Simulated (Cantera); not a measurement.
Feed: 1 mol Ti, 6.2 mol H2, held at 1800 °C and 41.0 Pa.

Cantera equilibrium calculation (NASA polynomials, part measured and part estimated; ideal gas, pure solids and liquids). Candidate condensed phases: Ti; 3 gas species. Equilibrium is a limit: real reactors are often held back by kinetics, nucleation or transport.

Base state: H2 0.821, H 0.118, Ti 0.0612 (mole fractions); condensed: Ti(l).

Q: What changes in the equilibrium state with this change: pressure from 41.0 Pa to 8000 Pa?

A: 
| species | before | after |
|---|---|---|
| H2 | 0.821 | 0.990 |
| H | 0.118 | 0.00926 |
| Ti | 0.0612 | 0.000314 |
| Ti(l), mol | 0.568 | 0.998 |

Q: What changes in the equilibrium state with this change: pressure from 41.0 Pa to 21.0 Pa?

A: 
```json
[
 {"species": "H2", "before": "0.821", "after": "0.726"},
 {"species": "H", "before": "0.118", "after": "0.155"},
 {"species": "Ti", "before": "0.0612", "after": "0.120"},
 {"species": "Ti(l), mol", "before": "0.568", "after": "0.0769"}
]
```
